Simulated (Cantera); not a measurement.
A closed system holds: 1 mol CuO, 2.9 mol C, 0.044 mol CO, at 0.0470 bar.

Equilibrium computed with Cantera from the NASA thermochemical tables; the gas is ideal and each condensed phase is pure. Candidate condensed phases: C, Cu, CuO, Cu2O; 15 gas species. The numbers say what is thermodynamically allowed, not how fast it happens.

x: gas mole fraction; n: condensed amount in mol.

| T (K) | x CO | x Cu | x Cu2 | x CO2 | n C(graphite) | n Cu(l) |
|---|---|---|---|---|---|---|
| 1998 | 0.910 | 0.0899 | 0.000369 | 1.00e-6 | 1.90 | 0.896 |
| 2048 | 0.858 | 0.142 | 0.000686 | 7.07e-7 | 1.90 | ? |
| 2098 | 0.781 | 0.218 | 0.00124 | 4.70e-7 | 1.90 | ? |
| 2148 | 0.669 | 0.329 | 0.00216 | 2.80e-7 | 1.90 | ? |
| 2198 | 0.513 | 0.484 | 0.00365 | 1.34e-7 | 1.90 | 0 |
| 2248 | 0.512 | 0.485 | 0.00288 | 1.11e-7 | 1.90 | 0 |
| 2298 | 0.512 | 0.486 | 0.00230 | 9.25e-8 | 1.90 | 0 |

Question: Complete the blanks.

Answer: 
- 2048, n Cu(l): 0.826
- 2098, n Cu(l): 0.705
- 2148, n Cu(l): 0.480
